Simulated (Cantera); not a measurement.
What does this Cantera script print?

```python
import numpy as np
import cantera as ct

gas_names = """
    Br Br2 H HBr H2 Si SiBr SiBr2 SiBr3 SiBr4 SiH SiHBr3 SiH2 SiH2Br2 SiH3 SiH3Br SiH4 Si2 Si3
""".split()
cond_names = """
    Br2(cr) Br2(L) Si(cr) Si(L)
""".split()


# ... load() reads the species with a 1 bar reference pressure and builds the phases ...
atoms = {
    'Si': {'Si': 1},
    'HBr': {'H': 1, 'Br': 1},
}
top_T = {}  # K; cautious upper limits of use, not melting points


# ... equilibrate(T, P, feed) seeds the gas with the atoms and calls Mixture.equilibrate('TP', solver="vcs", rtol=1e-11, max_steps=5000) ...
results = []
feed = {'Si': 1, 'HBr': 6.9}  # mol
P = 6.5  # Pa
for T in [775, 850, 925, 1000, 1075, 1150, 1225, 1300, 1375, 1450, 1525, 1600, 1675]:
    mix = equilibrate(T, P, feed)
    results.append((T, P, feed, dict(zip(mix.species_names, mix.species_moles))))
    x = sorted(zip(gas.X, gas.species_names), reverse=True)
    print(f"T = {T:g} K  P = {P:g} Pa  gas = {mix.phase_moles(0):.4g} mol")
    print("   x: " + "  ".join(f"{s} {v:.3e}" for v, s in x if v > 0.0001))
    print("   condensed (mol): " + ("  ".join(f"{mix.phase(i).name} {mix.phase_moles(i):.4g}"
          for i in range(1, mix.n_phases) if mix.phase_moles(i) > 1e-12) or "none"))
```

It prints:

```
T = 775 K  P = 6.5 Pa  gas = 5.9 mol
   x: HBr 4.916e-01  H2 3.389e-01  SiBr4 1.694e-01
   condensed (mol): none
T = 850 K  P = 6.5 Pa  gas = 5.9 mol
   x: HBr 4.917e-01  H2 3.388e-01  SiBr4 1.693e-01  SiHBr3 1.081e-04
   condensed (mol): none
T = 925 K  P = 6.5 Pa  gas = 5.906 mol
   x: HBr 4.930e-01  H2 3.375e-01  SiBr4 1.679e-01  SiBr2 6.766e-04  SiBr3 4.973e-04  SiHBr3 2.379e-04
   condensed (mol): none
T = 1000 K  P = 6.5 Pa  gas = 5.961 mol
   x: HBr 5.064e-01  H2 3.254e-01  SiBr4 1.562e-01  SiBr2 8.766e-03  SiBr3 2.360e-03  Br 4.238e-04  SiHBr3 4.099e-04
   condensed (mol): none
T = 1075 K  P = 6.5 Pa  gas = 6.199 mol
   x: HBr 5.609e-01  H2 2.759e-01  SiBr4 1.107e-01  SiBr2 4.434e-02  SiBr3 5.845e-03  Br 1.828e-03  SiHBr3 3.982e-04
   condensed (mol): none
T = 1150 K  P = 6.5 Pa  gas = 6.563 mol
   x: HBr 6.297e-01  H2 2.107e-01  SiBr2 9.374e-02  SiBr4 5.114e-02  SiBr3 7.294e-03  Br 7.146e-03  SiHBr3 2.072e-04
   condensed (mol): none
T = 1225 K  P = 6.5 Pa  gas = 6.85 mol
   x: HBr 6.573e-01  H2 1.750e-01  SiBr2 1.250e-01  Br 2.177e-02  SiBr4 1.527e-02  SiBr3 5.649e-03
   condensed (mol): none
T = 1300 K  P = 6.5 Pa  gas = 7.043 mol
   x: HBr 6.353e-01  H2 1.722e-01  SiBr2 1.354e-01  Br 5.050e-02  SiBr4 3.305e-03  SiBr3 3.279e-03
   condensed (mol): none
T = 1375 K  P = 6.5 Pa  gas = 7.236 mol
   x: HBr 5.786e-01  H2 1.874e-01  SiBr2 1.358e-01  Br 9.560e-02  SiBr3 1.691e-03  SiBr4 6.339e-04  H 1.840e-04
   condensed (mol): none
T = 1450 K  P = 6.5 Pa  gas = 7.48 mol
   x: HBr 4.987e-01  H2 2.116e-01  Br 1.554e-01  SiBr2 1.326e-01  SiBr3 8.342e-04  H 5.397e-04  SiBr4 1.183e-04
   condensed (mol): none
T = 1525 K  P = 6.5 Pa  gas = 7.773 mol
   x: HBr 4.069e-01  H2 2.396e-01  Br 2.233e-01  SiBr2 1.279e-01  H 1.436e-03  SiBr3 4.032e-04  SiBr 3.409e-04
   condensed (mol): none
T = 1600 K  P = 6.5 Pa  gas = 8.096 mol
   x: HBr 3.158e-01  Br 2.907e-01  H2 2.665e-01  SiBr2 1.220e-01  H 3.481e-03  SiBr 1.109e-03  SiBr3 1.931e-04  Si 1.829e-04
   condensed (mol): none
T = 1675 K  P = 6.5 Pa  gas = 8.44 mol
   x: Br 3.511e-01  H2 2.872e-01  HBr 2.354e-01  SiBr2 1.137e-01  H 7.718e-03  SiBr 3.321e-03  Si 1.386e-03
   condensed (mol): none
```

Equilibrium computed with Cantera from the NASA thermochemical tables; the gas is ideal and each condensed phase is pure. The tables' values for SiBr3, SiBr are old estimates; treat these amounts as uncertain.
